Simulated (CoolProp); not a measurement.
Benzene along the isobar 738 kPa: density (kg/m³) from the reference equation and from simpler models built on Tc = 562.0 K, pc = 4906 kPa, ω = 0.211; each cubic takes its own stable root.

Computed with CoolProp (reference Helmholtz-energy equation of state, Thol 2012).

```tsv
T (K)	phase	reference
434.1	liquid	714.9
454.8	gas	17.22
475.4	gas	16.15
496.1	gas	15.24
516.7	gas	14.45
537.4	gas	13.76
558	gas	13.14
578.7	gas	12.58
599.3	gas	12.08
620	gas	11.62
```

Task: How far does each simpler model (van der Waals, Redlich-Kwong, Soave-Redlich-Kwong, Peng-Robinson) lie from the reference over these 10 states: mean and median of the absolute difference, and the worst?

Result: 
- van der Waals: mean 11.0 %, median 1.3 %, worst -97.5 % at 434.1 K and 738 kPa
- Redlich-Kwong: mean 10.1 %, median 0.3 %, worst -97.5 % at 434.1 K and 738 kPa
- Soave-Redlich-Kwong: mean 1.1 %, median 0.1 %, worst -9.7 % at 434.1 K and 738 kPa
- Peng-Robinson: mean 0.7 %, median 0.6 %, worst +2.4 % at 434.1 K and 738 kPa

At some of these states van der Waals, Redlich-Kwong gives the other phase, because its saturation line lies elsewhere.
